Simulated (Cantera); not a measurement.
Cantera run:

```python
import numpy as np
import cantera as ct

gas_names = """
    Nb NbO NbO2 O O2 O3
""".split()
cond_names = """
    Nb(cr) Nb(L) NbO(s) NbO(L) NbO2(I) NbO2(II) NbO2(III) NbO2(L) Nb2O5(s) Nb2O5(L)
""".split()


# ... load() reads the species with a 1 bar reference pressure and builds the phases ...
atoms = {
    'Nb': {'Nb': 1},
    'O2': {'O': 2},
}
top_T = {}  # K; cautious upper limits of use, not melting points


# ... equilibrate(T, P, feed) seeds the gas with the atoms and calls Mixture.equilibrate('TP', solver="vcs", rtol=1e-11, max_steps=5000) ...
results = []
feed = {'Nb': 1, 'O2': 2.9}  # mol
T = 1323  # K
P = 96000  # Pa
mix = equilibrate(T, P, feed)
results.append((T, P, feed, dict(zip(mix.species_names, mix.species_moles))))
print(gas.report(threshold=1e-05))
for i in range(1, mix.n_phases):
    print(f"{mix.phase(i).name:16s} {mix.phase_moles(i):12.5e} mol")
```

It prints:

```
       temperature   1323 K
          pressure   96000 Pa
           density   0.27925 kg/m^3
  mean mol. weight   31.998 kg/kmol
   phase of matter   gas

                          1 kg             1 kmol
                     ---------------   ---------------
          enthalpy        1.0673e+06        3.4153e+07  J
   internal energy        7.2358e+05        2.3153e+07  J
           entropy            7932.9        2.5384e+05  J/K
    Gibbs function       -9.4279e+06       -3.0167e+08  J
 heat capacity c_p            1124.1             35968  J/K
 heat capacity c_v            864.23             27653  J/K

                      mass frac. Y      mole frac. X     chem. pot. / RT
                     ---------------   ---------------   ---------------
                O2                 1                 1           -27.425
     [   +5 minor]        1.3673e-07        2.7216e-07

Nb(cr)            0.00000e+00 mol
NbO(s)            0.00000e+00 mol
NbO2(III)         0.00000e+00 mol
Nb2O5(s)          5.00000e-01 mol
```

Equilibrium computed with Cantera from the NASA thermochemical tables; the gas is ideal and each condensed phase is pure. Condensed phases not in the tables: the oxides between NbO2 and Nb2O5.
